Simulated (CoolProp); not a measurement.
The numbers come from the reference Helmholtz-energy equation of state, Platzer 1990 in CoolProp. This equation is an older, rougher fit; its heat capacities, sound speeds and derivatives of the liquid may be far off and weren't checked against measurements.

Problem. For CF4 (R14), give the phase and the Z, viscosity (µPa s), fugacity coefficient at -103.35 °C and 3.06 MPa.

Solution. 
- -103.35 °C and 3.06 MPa: liquid; Z 0.129, viscosity 161, fugacity coefficient 0.144

Viscosity comes from a separate model (Huber 2003), an estimate that may be off by 10 % or more.
